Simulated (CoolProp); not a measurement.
Computed with CoolProp (reference Helmholtz-energy equation of state, Smukala 2000).

### Question
Give the vapour pressure (MPa), liquid density (kg/m³), vapour density (kg/m³), enthalpy of vaporisation (kJ/kg) of saturated ethylene at -57.55, -31.25, -13.75 °C.

### Answer
| T (°C) | p (MPa) | liquid density (kg/m³) | vapour density (kg/m³) | enthalpy of vaporisation (kJ/kg) |
|---|---|---|---|---|
| -57.55 | 0.823 | 495 | 15.0 | 401 |
| -31.25 | 1.87 | 442 | 35.1 | 332 |
| -13.75 | 2.96 | 395 | 60.4 | 266 |
